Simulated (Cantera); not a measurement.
Stirred combustor or abatement burner

A perfectly stirred reactor is fed with 12.1 % CH3OH, 18.5 % O2, 69.5 % N2, equivalence ratio 0.98, at 1000000 Pa; it is adiabatic with a 750 K inlet, and is followed from long to short residence time, starting on the burning branch (τ in s: 0.2, 0.083, 0.035, 0.015, 0.0063, 0.0027, 0.0011, 0.00048, 0.0002, 8.7e-05, 3.7e-05, 1.6e-05).

Detailed kinetics in Cantera: GRI-Mech 3.0 (53 species, 325 reactions). GRI-Mech 3.0 was tuned for natural gas; its chemistry of methanol as a main component is partial and can be far from experiment.

```json
[
 {"τ (s)": "0.20", "T (K)": "2494", "x CH3OH": "3.41e-8", "x O2": "0.00838", "x HCN": "9.55e-9", "x CO": "0.0125", "x C2H2": "<1e-12"},
 {"τ (s)": "0.083", "T (K)": "2494", "x CH3OH": "8.19e-8", "x O2": "0.00843", "x HCN": "2.20e-8", "x CO": "0.0125", "x C2H2": "1.12e-12"},
 {"τ (s)": "0.035", "T (K)": "2494", "x CH3OH": "1.93e-7", "x O2": "0.00855", "x HCN": "4.83e-8", "x CO": "0.0125", "x C2H2": "3.74e-12"},
 {"τ (s)": "0.015", "T (K)": "2493", "x CH3OH": "4.44e-7", "x O2": "0.00879", "x HCN": "9.76e-8", "x CO": "0.0126", "x C2H2": "1.38e-11"},
 {"τ (s)": "0.0063", "T (K)": "2491", "x CH3OH": "1.03e-6", "x O2": "0.00926", "x HCN": "1.75e-7", "x CO": "0.0129", "x C2H2": "5.53e-11"},
 {"τ (s)": "0.0027", "T (K)": "2486", "x CH3OH": "2.30e-6", "x O2": "0.0100", "x HCN": "2.55e-7", "x CO": "0.0135", "x C2H2": "2.01e-10"},
 {"τ (s)": "0.0011", "T (K)": "2473", "x CH3OH": "5.24e-6", "x O2": "0.0112", "x HCN": "3.09e-7", "x CO": "0.0149", "x C2H2": "6.45e-10"},
 {"τ (s)": "0.00048", "T (K)": "2448", "x CH3OH": "1.08e-5", "x O2": "0.0128", "x HCN": "3.19e-7", "x CO": "0.0171", "x C2H2": "1.42e-9"},
 {"τ (s)": "0.00020", "T (K)": "2408", "x CH3OH": "2.20e-5", "x O2": "0.0152", "x HCN": "3.12e-7", "x CO": "0.0207", "x C2H2": "2.49e-9"},
 {"τ (s)": "8.7e-5", "T (K)": "2354", "x CH3OH": "4.21e-5", "x O2": "0.0182", "x HCN": "3.28e-7", "x CO": "0.0252", "x C2H2": "4.20e-9"},
 {"τ (s)": "3.7e-5", "T (K)": "2284", "x CH3OH": "8.24e-5", "x O2": "0.0221", "x HCN": "4.21e-7", "x CO": "0.0309", "x C2H2": "9.71e-9"},
 {"τ (s)": "1.6e-5", "T (K)": "2199", "x CH3OH": "0.000169", "x O2": "0.0273", "x HCN": "6.48e-7", "x CO": "0.0383", "x C2H2": "3.29e-8"}
]
```
x: mole fraction; the columns are a selection and need not sum to one.
